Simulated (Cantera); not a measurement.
An adiabatic, constant-volume homogeneous reactor starts with CO : H2 : CH4 : O2 : N2 : CO2 = 1 : 1.2 : 0.13 : 1.36 : 5.11 : 0.35 (molar parts), equivalence ratio 1.0, at 1648 K and 7280 Torr. Integrator tolerance rtol = 1e-08.

Detailed kinetics in Cantera: GRI-Mech 3.0 (53 species, 325 reactions). Above 3000 K some thermodynamic fits are extrapolated.

Task: What does this change do: pressure from 7280 Torr to 1580 Torr?

Result: 
| quantity | before | after |
|---|---|---|
| time of steepest temperature rise | 1.50 µs | 6.07 µs |
| temperature at 5.00 s | 3091 K | 2948 K |
| equilibrium temperature | 3091 K | 2948 K |
| x(CO) at 5.00 s | 0.0708 (gas-phase equilibrium 0.0708) | 0.0781 (gas-phase equilibrium 0.0781) |
| x(H2) at 5.00 s | 0.0131 (gas-phase equilibrium 0.0131) | 0.0156 (gas-phase equilibrium 0.0156) |
| x(CH4) at 5.00 s | <1e-12 (gas-phase equilibrium <1e-12) | <1e-12 (gas-phase equilibrium <1e-12) |
| x(CH2O) at 5.00 s | 6.37e-9 (gas-phase equilibrium 6.37e-9) | 1.74e-9 (gas-phase equilibrium 1.74e-9) |
| x(NO2) at 5.00 s | 1.30e-5 (gas-phase equilibrium 1.30e-5) | 6.43e-6 (gas-phase equilibrium 6.43e-6) |
| x(CH3) at 5.00 s | <1e-12 (gas-phase equilibrium 1.14e-12) | <1e-12 (gas-phase equilibrium <1e-12) |
| x(H) at 5.00 s | 0.00579 (gas-phase equilibrium 0.00579) | 0.00900 (gas-phase equilibrium 0.00900) |
